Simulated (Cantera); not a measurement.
Input: 1 mol Al(CH3)3, 3.7 mol N2O, 620 mol N2, at 1.00 bar.

Method: chemical equilibrium by Gibbs-energy minimisation in Cantera with the NASA 1993 tables (ideal gas, pure condensed phases). Candidate condensed phases: Al, AlN, Al2O3, C, C6H6, C7H8, C8H18, H2O; 148 gas species. The feed counts by its element totals alone. Mutual solubility and eutectic melting of coexisting phases are not modelled. The numbers say what is thermodynamically allowed, not how fast it happens. All values below are at 1850 K.

Base state: N2 0.988, H2 0.00711, CO 0.00475, H 4.54e-5 (mole fractions); condensed: AlN(s) + Al2O3(s).

### Question
What changes in the equilibrium state with this change: pressure from 1.00 bar to 31.0 Pa?

### Answer
```json
[
 {"species": "N2", "before": "0.988", "after": "0.986"},
 {"species": "H2", "before": "0.00711", "after": "0.00593"},
 {"species": "CO", "before": "0.00475", "after": "0.00474"},
 {"species": "H", "before": "4.54e-5", "after": "0.00236"},
 {"species": "Al", "before": "9.48e-7", "after": "0.000741"},
 {"species": "Al2O", "before": "1.57e-7", "after": "7.67e-5"},
 {"species": "AlN(s), mol", "before": "0.530", "after": "0"},
 {"species": "Al2O3(s), mol", "before": "0.235", "after": "0.216"}
]
```
